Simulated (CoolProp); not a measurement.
Vapour-liquid equilibrium of R113 (1) + benzene (2) at 1.1 MPa; x and y are mole fractions of (1).

Model: multi-fluid Helmholtz-energy mixture model, Marx 1992 and Thol 2012; pair parameters Bell 2016, in CoolProp.

```
x     bubble temperature, mixture model (K)  bubble temperature, Raoult's law (K)  y, mixture model  y, Raoult's law
----  -------------------------------------  ------------------------------------  ----------------  ---------------
0.05                                  452.6                                 454.4             0.106            0.094
0.2                                   442.4                                 446.8             0.340            0.333
0.35                                  435.2                                 440.1             0.503            0.521
0.5                                   429.7                                 434.0             0.632            0.672
0.65                                  425.4                                 428.5             0.745            0.794
0.8                                   421.7                                 423.5             0.854            0.893
0.95                                  418.5                                 418.9             0.963            0.976
```

The largest gap from Raoult's law is -4.9 K in bubble temperature, at x = 0.35. No azeotrope shows between x = 0.05 and 0.95.

Pair parameters are fitted to limited data, so mixtures are less certain than the pure fluids.
